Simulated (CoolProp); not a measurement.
Vapour-liquid equilibrium of isohexane (1) + ethanol (2) at 0.26 MPa; x and y are mole fractions of (1).

Model: multi-fluid Helmholtz-energy mixture model, Lemmon 2006 and Schroeder 2014; pair parameters Bell 2016, in CoolProp.

```
x     bubble temperature, mixture model (°C)  bubble temperature, Raoult's law (°C)  y, mixture model  y, Raoult's law
----  --------------------------------------  -------------------------------------  ----------------  ---------------
0.05                                    96.8                                  103.9             0.252            0.065
0.2                                     86.1                                  102.4             0.535            0.252
0.35                                    83.8                                  100.8             0.594            0.424
0.5                                     83.3                                   99.2             0.610            0.581
0.65                                    83.3                                   97.4             0.629            0.724
0.8                                     84.0                                   95.7             0.685            0.852
0.95                                    88.9                                   93.8             0.863            0.965
```

The largest gap from Raoult's law is -17.0 K in bubble temperature, at x = 0.35. y crosses x between x = 0.5 and 0.65: the model has an azeotrope there.

The pair parameters rest on a limited set of measurements; away from them the model extrapolates. With so large a gap from Raoult's law the liquid may split in two, which this calculation doesn't test in full.
